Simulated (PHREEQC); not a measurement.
# Buffer: speciation

Dissolve 0.0011 mol H3PO4, 0.033 mol NaF and 0.27 mol KCl per kg of water at 80 °C. Closed to the air; pH follows from the charge balance.

Computed with PHREEQC (ion-association model, wateq4f.dat).

Each row changes one thing in this solution. Precipitation was switched off in this run.

```tsv
case	pH	F- (mol/kgw)	HF (mol/kgw)	NaF (mol/kgw)	HF2- (mol/kgw)
as made	4.94	0.0315	0.000968	0.000249	0.000140
diluted 10-fold with water	5.07	0.00319	0.000100	?	1.38e-6
H3PO4 from 0.0011 to 0.00099 mol/kgw	4.99	0.0316	?	0.000249	0.000127
temperature from 80 to 15 °C	4.43	0.0316	?	0.000273	0.000111
H3PO4 from 0.0011 to 0.011 mol/kgw	3.78	0.0214	?	?	0.000935
H3PO4 left out	7.22	0.0327	5.30e-6	0.000258	7.98e-7
KCl left out	5.07	0.0314	0.000974	0.000399	0.000132
```

Q: Complete the blanks.

A: 
- diluted 10-fold with water, NaF (mol/kgw): 4.15e-6
- H3PO4 from 0.0011 to 0.00099 mol/kgw, HF (mol/kgw): 0.000874
- temperature from 80 to 15 °C, HF (mol/kgw): 0.000936
- H3PO4 from 0.0011 to 0.011 mol/kgw, HF (mol/kgw): 0.00951
- H3PO4 from 0.0011 to 0.011 mol/kgw, NaF (mol/kgw): 0.000169

Species that the database lacks are ignored. H3PO4, which wateq4f.dat lacks, is added to it with the constant of phreeqc.dat. Constants without temperature data keep their 25 °C values here.
